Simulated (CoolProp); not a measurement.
Values from CoolProp's reference Helmholtz-energy equation of state, Thol 2016.

For hexamethyldisiloxane (MM), give the phase and the cp (kJ/(kg K)), cv (kJ/(kg K)), expansivity (1/kK), fugacity coefficient at 346.85 °C and 524 kPa.


- 346.85 °C and 524 kPa: gas; cp 2.29, cv 2.22, expansivity 1.97, fugacity coefficient 0.950
